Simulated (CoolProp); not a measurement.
Vapour-liquid equilibrium of cyclohexane (1) + dimethyl carbonate (2) at 0.0471 MPa; x and y are mole fractions of (1).

Values from CoolProp's multi-fluid Helmholtz-energy mixture model, Zhou 2014 and Zhou 2011; pair parameters Bell 2016.

Give the bubble temperature and the first vapour's composition at x = 0.05, 0.35, 0.425. Is there an azeotrope?

x = 0.05: 335.2 K, y = 0.231; x = 0.35: 324.8 K, y = 0.581; x = 0.425: 324.3 K, y = 0.600. y crosses x between x = 0.575 and 0.65: the model has an azeotrope there.

Pair parameters are fitted to limited data, so mixtures are less certain than the pure fluids.
